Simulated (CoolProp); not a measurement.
Vapour-liquid equilibrium of n-octane (1) + n-dodecane (2) at 0.00402 MPa; x and y are mole fractions of (1).

The numbers come from the multi-fluid Helmholtz-energy mixture model, Beckmüller 2019 and Lemmon 2004; pair parameters Bell 2016 in CoolProp.

| x | bubble temperature (°C) | y at the bubble point | dew temperature at overall composition x (°C) | liquid density (mol/L) |
|---|---|---|---|---|
| 0.05 | 100.1 | 0.517 | 114.1 | 4.108 |
| 0.15 | 81.3 | 0.833 | 111.7 | 4.319 |
| 0.25 | 70.0 | 0.922 | 109.0 | 4.506 |
| 0.35 | 62.3 | 0.958 | 106.0 | 4.687 |
| 0.45 | 56.6 | 0.975 | 102.7 | 4.869 |
| 0.55 | 52.1 | 0.985 | 98.7 | 5.056 |
| 0.65 | 48.4 | 0.991 | 94.0 | 5.251 |
| 0.75 | 45.3 | 0.995 | 88.0 | 5.454 |
| 0.85 | 42.6 | 0.998 | 79.6 | 5.668 |
| 0.95 | 40.4 | 0.999 | 64.3 | 5.894 |

No azeotrope shows between x = 0.05 and 0.95.

Pair parameters are fitted to limited data, so mixtures are less certain than the pure fluids.
